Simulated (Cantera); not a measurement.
Feed: 1 mol SiCl₄, 3.2 mol N₂, at 64000 Pa.

Cantera equilibrium calculation (NASA polynomials, part measured and part estimated; ideal gas, pure solids and liquids). Candidate condensed phases: Si, Si₃N₄; 13 gas species. The tables' values for SiCl₃ are old estimates; treat these amounts as uncertain. Kinetics and transport are ignored.

x: gas mole fraction; nothing condenses.

```
T (K)   x N₂  x SiCl₄   x SiCl₃        x Cl     x Cl₂   x SiCl₂
-----  -----  -------  --------  ----------  --------  --------
1348   0.762    0.238  0.000165  (withheld)   2.47e-5   5.73e-7
1373   0.762    0.238  0.000224  (withheld)   3.19e-5   9.75e-7
1398   0.762    0.238  0.000301  (withheld)   4.06e-5   1.63e-6
1423   0.762    0.238  0.000401  (withheld)   5.14e-5   2.67e-6
1448   0.762    0.237  0.000528  (withheld)   6.43e-5   4.31e-6
1473   0.761    0.237  0.000689  (withheld)   7.99e-5   6.84e-6
1498   0.761    0.237  0.000891  (withheld)   9.85e-5   1.07e-5
1523   0.761    0.237   0.00114  (withheld)  0.000121   1.65e-5
1548   0.761    0.236   0.00145  (withheld)  0.000146   2.50e-5
1573   0.761    0.236   0.00183  (withheld)  0.000177   3.74e-5
1598   0.760    0.235   0.00229  (withheld)  0.000212   5.52e-5
1623   0.760    0.235   0.00285  (withheld)  0.000253   8.06e-5
1648   0.759    0.234   0.00351  (withheld)  0.000300  0.000116
1673   0.759    0.233   0.00429  (withheld)  0.000355  0.000165
```

### Question
Fill in the missing entries.

### Answer

- 1348, x Cl: 0.000117
- 1373, x Cl: 0.000162
- 1398, x Cl: 0.000223
- 1423, x Cl: 0.000303
- 1448, x Cl: 0.000408
- 1473, x Cl: 0.000543
- 1498, x Cl: 0.000715
- 1523, x Cl: 0.000934
- 1548, x Cl: 0.00121
- 1573, x Cl: 0.00155
- 1598, x Cl: 0.00198
- 1623, x Cl: 0.00250
- 1648, x Cl: 0.00314
- 1673, x Cl: 0.00391
